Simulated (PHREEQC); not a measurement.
FeCl3 is added in steps, without added water, to 1 kg of water holding 1.5 mmol/kgw KOH and 76 mmol/kgw Fe(NO3)3, at 25 °C. Oxygen alone is held at its pressure in air (log pO2 = -0.68). CO2 from the air is kept out. Only these solids could form: Fe(OH)3(a).

Base run: PHREEQC, ion-association model, wateq4f.dat. Each further column changes one thing. The table gives FeCl2+ (mol/kgw).

| FeCl3 added (mol) | base | diluted 100-fold with water | diluted 10-fold with water | KOH from 0.0015 to 0.00225 mol/kgw | no solid may form |
|---|---|---|---|---|---|
| 0 | 0 | 0 | 0 | 0 | 0 |
| 0.1062 | 0.0124 | 0.0116 | 0.0118 | 0.0124 | 0.0124 |
| 0.2338 | 0.0439 | 0.0435 | 0.0437 | 0.0438 | 0.0439 |
| 0.34 | 0.0757 | 0.0762 | 0.0763 | 0.0756 | 0.0757 |
| 0.4462 | 0.110 | 0.111 | 0.111 | 0.110 | 0.110 |
| 0.5737 | 0.151 | 0.154 | 0.154 | 0.151 | 0.151 |
| 0.68 | 0.185 | 0.190 | 0.190 | 0.185 | 0.185 |

The ionic strength passes 0.7 mol/kgw, the rough limit of the ion-association models, in part of: base; diluted 100-fold with water; diluted 10-fold with water; KOH from 0.0015 to 0.00225 mol/kgw; no solid may form.
